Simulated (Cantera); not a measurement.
A perfectly stirred reactor is fed with NH₃ : H₂ = 1 : 2.1 (molar parts), at 0.0513 atm; it is held at 1575 K, and followed from long to short residence time.

Computed with Cantera and the gas-phase N/H chemistry of the illustrative SiF4/NH3 mechanism in the Surface Chemkin manual (1991). Walls and surfaces, which speed up NH3 decomposition in real reactors, are not modelled.

Problem. What does this change do: pressure from 0.0513 atm to 0.0345 atm?

Solution. 
| quantity | before | after |
|---|---|---|
| x(NH₃) at τ = 9.00 s | 0.300 | 0.305 |
| x(H₂) at τ = 9.00 s | 0.691 | 0.688 |
| x(N₂H₂) at τ = 9.00 s | 1.93e-7 | 2.24e-7 |
| x(N₂) at τ = 9.00 s | 0.00856 | 0.00675 |
| x(N) at τ = 9.00 s | 1.33e-8 | 1.58e-8 |
| x(NH₃) at τ = 0.110 s | 0.322 | 0.322 |
| x(H₂) at τ = 0.110 s | 0.677 | 0.677 |
| x(N₂H₂) at τ = 0.110 s | 9.58e-8 | 6.55e-8 |
| x(N₂) at τ = 0.110 s | 4.75e-5 | 2.13e-5 |
| x(N) at τ = 0.110 s | 4.37e-9 | 2.57e-9 |

Problem. What does this change do: temperature 1575 to 2225 K?

Solution. 
```
quantity                 before     after
----------------------  -------  --------
x(NH₃) at τ = 9.00 s      0.300  0.000276
x(H₂) at τ = 9.00 s       0.691     0.858
x(N₂H₂) at τ = 9.00 s   1.93e-7   5.85e-9
x(N₂) at τ = 9.00 s     0.00856     0.121
x(N) at τ = 9.00 s      1.33e-8   1.69e-5
x(NH₃) at τ = 0.110 s     0.322     0.122
x(H₂) at τ = 0.110 s      0.677     0.800
x(N₂H₂) at τ = 0.110 s  9.58e-8   1.70e-6
x(N₂) at τ = 0.110 s    4.75e-5    0.0753
x(N) at τ = 0.110 s     4.37e-9   4.92e-6
```
